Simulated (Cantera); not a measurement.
Feed: 1 mol PH₃, 0.066 mol H₂, 0.3 mol O₂, equilibrated at 1550 °C and 10.0 Torr.

Cantera equilibrium calculation (NASA polynomials, part measured and part estimated; ideal gas, pure solids and liquids). Gases not in the tables: HPO₂, HPO₃ and P₄O₆. Rates play no part.

```tsv
species	before	after
H₂	0.606	0.854
P₂	0.152	0.0577
H₂O	0.0952	0.0540
PO	0.113	0.0280
PO₂	0.0305	0.00303
P₄	1.62e-5	2.32e-6
OH	3.20e-5	1.53e-5
P	0.000328	0.000202
PH	7.01e-5	5.12e-5
H	0.00292	0.00347
```
Gas species are given as mole fractions.

**Question.** What was changed between the two runs?
A. temperature from 1550 °C to 2950 °C
B. temperature from 1550 °C to 2250 °C
C. H₂ from 0.066 to 4.7 mol
D. pressure from 10.0 Torr to 0.0975 Torr

**Answer.** C, H₂ from 0.066 to 4.7 mol
